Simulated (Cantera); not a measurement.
A closed system holds: 1 mol CF4, a varied amount of H2, equilibrated at 2.10 mbar.

Cantera equilibrium calculation (NASA polynomials, part measured and part estimated; ideal gas, pure solids and liquids). Candidate condensed phases: C, C6H6, C7H8, C8H18; 95 gas species. Rates play no part.

Problem. What condenses at these points (T in K, n(H2) in mol): (2750, 6.2); (2800, 2.9); (2700, 6.2); (2900, 4.2); (3100, 6.2)?

Solution. 
```csv
T (K),n(H2) in mol,condensed phases,C condensed (%)
2750,6.2,C,56.9
2800,2.9,C,65.2
2700,6.2,C,73.6
2900,4.2,gas only,0.0
3100,6.2,gas only,0.0
```
